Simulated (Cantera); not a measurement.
Premixed flame

A freely propagating, adiabatic, planar premixed flame of 4.83 % C₃H₈, 25.7 % O₂, 69.5 % N₂, equivalence ratio 0.94, unburnt at 700 K and 0.700 bar; mixture-averaged transport, grid criteria slope 0.08 and curve 0.16, no radiation.

Computed with Cantera and GRI-Mech 3.0 (53 species, 325 reactions). GRI-Mech 3.0 was tuned for natural gas; its chemistry of propane as a main component is partial and can be far from experiment. Burning velocities carry a grid error of a few per cent, more on coarse grids.

| z (mm) | T (K) | u (m/s) | x C₃H₈ | x O₂ | x C₂H₄ | x CH₄ | x HO₂ | x CH₂O |
|---|---|---|---|---|---|---|---|---|
| -0.803 | 700 | 3.05 | 0.0482 | 0.257 | 3.81e-7 | 5.84e-7 | 1.90e-7 | 1.73e-7 |
| -0.536 | 701 | 3.06 | 0.0481 | 0.256 | 6.58e-6 | 6.84e-6 | 2.42e-6 | 2.94e-6 |
| -0.402 | 704 | 3.08 | 0.0480 | 0.255 | 4.26e-5 | 3.27e-5 | 1.12e-5 | 1.84e-5 |
| -0.268 | 730 | 3.22 | 0.0473 | 0.250 | 0.000471 | 0.000234 | 5.43e-5 | 0.000175 |
| -0.134 | 1009 | 4.59 | 0.0367 | 0.218 | 0.00712 | 0.00191 | 0.000192 | 0.00156 |
| -0.0669 | 1417 | 6.70 | 0.0141 | 0.169 | 0.0141 | 0.00306 | 0.000501 | 0.00262 |
| 0 | 1844 | 8.99 | 0.000777 | 0.113 | 0.00673 | 0.00189 | 0.000370 | 0.00151 |
| 0.0669 | 2058 | 10.1 | 3.49e-6 | 0.0769 | 0.000716 | 0.000404 | 6.23e-5 | 0.000311 |
| 0.134 | 2118 | 10.4 | <1e-8 | 0.0594 | 3.08e-5 | 4.40e-5 | 1.20e-5 | 3.56e-5 |
| 0.268 | 2157 | 10.6 | <1e-8 | 0.0480 | 3.49e-8 | 3.13e-7 | 6.61e-6 | 2.53e-7 |
| 0.536 | 2205 | 10.7 | <1e-8 | 0.0429 | <1e-8 | <1e-8 | 5.67e-6 | <1e-8 |
| 1.07 | 2270 | 11.0 | <1e-8 | 0.0404 | <1e-8 | <1e-8 | 4.91e-6 | <1e-8 |
| 2.14 | 2357 | 11.3 | <1e-8 | 0.0380 | <1e-8 | <1e-8 | 4.28e-6 | <1e-8 |
x: mole fraction of selected species; z is measured from the peak of heat release.

```yaml
laminar_burning_velocity: 304 cm/s
thermal_thickness: 0.268 mm
peak x(C₂H₄): 0.0142
peak x(CH₄): 0.00307
peak x(HO₂): 0.000559
peak x(CH₂O): 0.00263
```
